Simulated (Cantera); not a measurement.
C3H6 + CO2 + H2 (carbon deposition, reforming and gasification)

Feed: 1 mol C3H6, 1.5 mol CO2, 6.8 mol H2, at 1750 K and 0.0133 bar.

Equilibrium computed with Cantera from the NASA thermochemical tables; the gas is ideal and each condensed phase is pure. Candidate condensed phases: C, C6H6, C7H8, C8H18, H2O; 110 gas species. Rates play no part.

```yaml
x(H2): 0.764
x(CO): 0.234
x(H): 0.00176
x(C2H2 (acetylene)): 8.78e-5
x(CH4): 7.11e-6
n(C(graphite)): 1.50 mol
gas_amount: 12.81 mol
```
